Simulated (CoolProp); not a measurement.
Vapour-liquid equilibrium of m-xylene (1) + n-nonane (2) at 5.48 bar; x and y are mole fractions of (1).

Model: multi-fluid Helmholtz-energy mixture model, Zhou 2012 and Lemmon 2006; pair parameters Bell 2016, in CoolProp.

| x | bubble temperature (°C) | y at the bubble point | dew temperature at overall composition x (°C) | liquid density (mol/L) |
|---|---|---|---|---|
| 0.05 | 226.9 | 0.069 | 227.3 | 4.196 |
| 0.2 | 223.2 | 0.252 | 224.3 | 4.453 |
| 0.35 | 220.4 | 0.410 | 221.4 | 4.731 |
| 0.5 | 218.2 | 0.550 | 219.0 | 5.037 |
| 0.65 | 216.7 | 0.681 | 217.0 | 5.375 |
| 0.8 | 215.8 | 0.812 | 215.8 | 5.751 |
| 0.95 | 215.4 | 0.950 | 215.4 | 6.172 |

No azeotrope shows between x = 0.05 and 0.95.

Pair parameters are fitted to limited data, so mixtures are less certain than the pure fluids.
